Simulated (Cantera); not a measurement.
A closed system holds: 1 mol C₂F₆, held at 2248 K and 750 Torr.

These are equilibrium values from Cantera (NASA tables, ideal gas, pure condensed phases), not measurements of a reactor. Candidate condensed phases: C; 13 gas species. The feed counts by its element totals alone. The tables' values for C₂F₄ are old estimates; treat these amounts as uncertain. Gases not in the tables: C₂F₆ and larger saturated fluorocarbons. Kinetics and transport are ignored.

Base state: CF₄ 0.913, CF₂ 0.0658, CF₃ 0.0120, F 0.00905, CF 0.000124, C₂F₄ 3.41e-5 (mole fractions); condensed: C(graphite).

Problem. What changes in the equilibrium state with this change: temperature from 2248 K to 1523.15 K?

Solution. 
```
species             before    after
----------------  --------  -------
CF₄                  0.913    1.000
CF₂                 0.0658  6.01e-5
CF₃                 0.0120  4.13e-5
CF                0.000124    <1e-9
F                  0.00905  2.90e-6
C(graphite), mol     0.447    0.500
```
